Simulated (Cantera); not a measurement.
An isothermal, constant-pressure homogeneous reactor starts with 25.6 % H2, 27.5 % O2, 46.8 % N2, at 1200 K and 100.0 Torr.

Detailed kinetics in Cantera: the H2/O2 subset of GRI-Mech 3.0, which has no nitrogen chemistry. The temperature is held fixed by assumption; the heat of reaction is taken as removed at once.

One state of this run: x H2 = 0.00175; x O2 = 0.169; x H2O = 0.290; x H = 0.000916; x H2O2 = 2.64e-6. x: mole fraction; the columns are a selection and need not sum to one.

Q: Which value of t (s) does it belong to?
A) 0.832
B) 0.288
C) 0.1000
D) 0.00144

A: D, 0.00144
